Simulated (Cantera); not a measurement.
An adiabatic, constant-pressure homogeneous reactor starts with CH₄ : O₂ : N₂ : CO₂ : C₂H₆ = 1 : 3.33 : 12.5 : 0.63 : 0.13 (molar parts), equivalence ratio 0.74, at 1298 K and 9000 Torr.

Detailed kinetics in Cantera: GRI-Mech 3.0 (53 species, 325 reactions). The pressure lies above the range GRI-Mech 3.0 was tuned for (to about 10 atm).

**Question.** Predict: time of steepest temperature rise; temperature at 0.100 s; equilibrium temperature; x(O₂) at 0.100 s; x(CO₂) at 0.100 s; x(HO₂) at 0.100 s; x(CO) at 0.100 s.

**Answer.** time of steepest temperature rise: 0.263 ms
temperature at 0.100 s: 2562 K
equilibrium temperature: 2562 K
x(O₂) at 0.100 s: 0.0454 (gas-phase equilibrium 0.0454)
x(CO₂) at 0.100 s: 0.0994 (gas-phase equilibrium 0.0994)
x(HO₂) at 0.100 s: 1.12e-5 (gas-phase equilibrium 1.12e-5)
x(CO) at 0.100 s: 0.00689 (gas-phase equilibrium 0.00689)
